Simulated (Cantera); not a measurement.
Premixed flame

A freely propagating, adiabatic, planar premixed flame of 43.1 % H2, 12.0 % O2, 44.9 % N2, equivalence ratio 1.8, unburnt at 550 K and 1.01 bar; mixture-averaged transport, grid criteria slope 0.08 and curve 0.16, no radiation.

Model: the H2/O2 subset of GRI-Mech 3.0, which has no nitrogen chemistry, integrated in Cantera. Burning velocities carry a grid error of a few per cent, more on coarse grids.

| z (mm) | T (K) | u (m/s) | x H2 | x O2 | x OH | x H2O2 | x HO2 | x H |
|---|---|---|---|---|---|---|---|---|
| -1.28 | 550 | 7.90 | 0.431 | 0.120 | <1e-8 | <1e-8 | <1e-8 | <1e-8 |
| -0.855 | 550 | 7.90 | 0.431 | 0.120 | <1e-8 | <1e-8 | <1e-8 | <1e-8 |
| -0.641 | 550 | 7.90 | 0.431 | 0.120 | <1e-8 | <1e-8 | <1e-8 | <1e-8 |
| -0.427 | 550 | 7.90 | 0.431 | 0.120 | <1e-8 | <1e-8 | 3.52e-7 | 1.89e-8 |
| -0.214 | 568 | 8.12 | 0.428 | 0.120 | 5.93e-5 | 3.80e-6 | 0.000241 | 0.000189 |
| -0.107 | 790 | 11.0 | 0.397 | 0.114 | 0.000715 | 1.44e-5 | 0.000185 | 0.00799 |
| 0 | 1214 | 16.5 | 0.292 | 0.0766 | 0.00247 | 2.56e-6 | 7.37e-5 | 0.0499 |
| 0.107 | 1510 | 20.3 | 0.194 | 0.0209 | 0.00526 | 1.39e-6 | 1.93e-5 | 0.0881 |
| 0.214 | 1638 | 21.9 | 0.172 | 0.00487 | 0.00614 | 8.73e-7 | 4.34e-6 | 0.0916 |
| 0.427 | 1761 | 23.3 | 0.174 | 0.00164 | 0.00681 | 5.36e-7 | 1.41e-6 | 0.0797 |
| 0.855 | 1889 | 24.8 | 0.183 | 0.00110 | 0.00696 | 2.98e-7 | 9.08e-7 | 0.0633 |
| 1.71 | 2012 | 26.1 | 0.192 | 0.000670 | 0.00642 | 1.56e-7 | 5.59e-7 | 0.0471 |
| 3.42 | 2120 | 27.3 | 0.199 | 0.000350 | 0.00529 | 8.15e-8 | 3.14e-7 | 0.0328 |
x: mole fraction of selected species; z is measured from the peak of heat release.

```yaml
laminar_burning_velocity: 790 cm/s
thermal_thickness: 0.427 mm
peak x(OH): 0.00699
peak x(H2O2): 1.55e-5
peak x(HO2): 0.000306
peak x(H): 0.0926
```
